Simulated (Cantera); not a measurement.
Charge: 1 mol SiO₂, 2.1 mol Cl₂, 7.3 mol N₂, at 1252 °C.

Cantera equilibrium calculation (NASA polynomials, part measured and part estimated; ideal gas, pure solids and liquids). Candidate condensed phases: Si, SiO₂, Si₂N₂O, Si₃N₄; 23 gas species. The tables hold silica as quartz up to 1696 K and as liquid above; real silica turns to tridymite and cristobalite and melts near 1996 K. The numbers say what is thermodynamically allowed, not how fast it happens.

At 22.0 mbar, list the 6 most abundant gas species with their mole fractions, and the condensed phases.

N₂ 0.713, Cl 0.163, Cl₂ 0.123, SiCl₄ 0.000132, O₂ 0.000113, NO 3.05e-5. Condensed: SiO₂(β-quartz).
